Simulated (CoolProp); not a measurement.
Saturation properties of diethyl ether (Tc = 194.7 °C, pc = 3.717 MPa, ω = 0.282).

The numbers come from the reference Helmholtz-energy equation of state, Thol 2014 in CoolProp.

```tsv
T (°C)	p (MPa)	liquid density (kg/m³)	enthalpy of vaporisation (kJ/kg)	liquid cp (kJ/(kg K))	surface tension (mN/m)
68.35	0.2944	654.3	326.3	2.504	11.5
74.75	0.3506	645.7	319.6	2.533	10.7
81.15	0.4145	636.8	312.8	2.564	10.0
87.55	0.4869	627.7	305.7	2.596	9.33
94.05	0.5697	618.2	298.1	2.631	8.62
100.45	0.6610	608.6	290.4	2.667	7.93
106.85	0.7629	598.6	282.3	2.707	7.25
113.35	0.8778	588.1	273.7	2.750	6.58
119.75	1.003	577.3	264.8	2.797	5.92
126.15	1.141	566.0	255.3	2.849	5.28
132.65	1.295	553.9	245.2	2.909	4.64
139.05	1.462	541.4	234.4	2.977	4.02
145.45	1.644	528.0	222.9	3.059	3.43
151.95	1.845	513.5	210.2	3.163	2.84
```

It boils at 34.5 °C under 1 atm.

Surface tension comes from a separate correlation (Mulero 2014).
